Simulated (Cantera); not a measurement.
A perfectly stirred reactor is fed with CH4 : O2 : N2 = 1 : 1.43 : 5.37 (molar parts), at 26000 Pa; it is adiabatic with a 650 K inlet, and is followed from long to short residence time, starting on the burning branch (τ in s: 0.12, 0.048, 0.018, 0.0071, 0.0027, 0.001, 0.0004, 0.00015, 5.9e-05).

Cantera simulation using GRI-Mech 3.0 (53 species, 325 reactions); the numbers are that mechanism's predictions, not measurements.

**Question.** What does this change do: inlet temperature 650 to 425 K?

**Answer.** 
```tsv
quantity	before	after
blow-out, bracketed by the residence times tried	burning at 0.400 ms, out at 0.150 ms	burning at 1.00 ms, out at 0.400 ms
x(CH4) at τ = 0.120 s	1.39e-5	2.65e-5
x(O2) at τ = 0.120 s	0.000251	0.000180
x(CO2) at τ = 0.120 s	0.0430	0.0451
x(CH2O) at τ = 0.120 s	1.04e-6	1.56e-6
x(OH) at τ = 0.120 s	0.00229	0.00139
x(CH4) at τ = 2.70 ms	0.000243	0.000449
x(O2) at τ = 2.70 ms	0.00203	0.00243
x(CO2) at τ = 2.70 ms	0.0417	0.0430
x(CH2O) at τ = 2.70 ms	2.07e-5	3.15e-5
x(OH) at τ = 2.70 ms	0.00381	0.00229
```

**Question.** What does this change do: pressure from 26000 Pa to 180000 Pa?

**Answer.** 
```tsv
quantity	before	after
blow-out, bracketed by the residence times tried	burning at 0.400 ms, out at 0.150 ms	burning at 0.150 ms, out at 59.0 µs
x(CH4) at τ = 0.120 s	1.39e-5	2.71e-5
x(O2) at τ = 0.120 s	0.000251	4.45e-5
x(CO2) at τ = 0.120 s	0.0430	0.0428
x(CH2O) at τ = 0.120 s	1.04e-6	6.45e-7
x(OH) at τ = 0.120 s	0.00229	0.000689
x(CH4) at τ = 2.70 ms	0.000243	0.000217
x(O2) at τ = 2.70 ms	0.00203	0.000647
x(CO2) at τ = 2.70 ms	0.0417	0.0424
x(CH2O) at τ = 2.70 ms	2.07e-5	1.10e-5
x(OH) at τ = 2.70 ms	0.00381	0.00150
```
